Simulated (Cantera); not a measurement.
Feed: 1 mol C2H2, 0.4 mol H2O, held at 2.80 bar.

Equilibrium computed with Cantera from the NASA thermochemical tables; the gas is ideal and each condensed phase is pure. Candidate condensed phases: C, C6H6, C7H8, C8H18, H2O; 110 gas species. The numbers say what is thermodynamically allowed, not how fast it happens. All values below are at 523 K.

Base state: CH4 0.569, H2O 0.393, CO2 0.0242, H2 0.0138 (mole fractions); condensed: C(graphite).

What changes in the equilibrium state with this change: H2O from 0.4 to 1.2 mol?


| species | before | after |
|---|---|---|
| H2O | 0.393 | 0.552 |
| CH4 | 0.569 | 0.362 |
| CO2 | 0.0242 | 0.0750 |
| H2 | 0.0138 | 0.0110 |
| CO | 9.45e-6 | 1.66e-5 |
| C(graphite), mol | 1.46 | 1.25 |
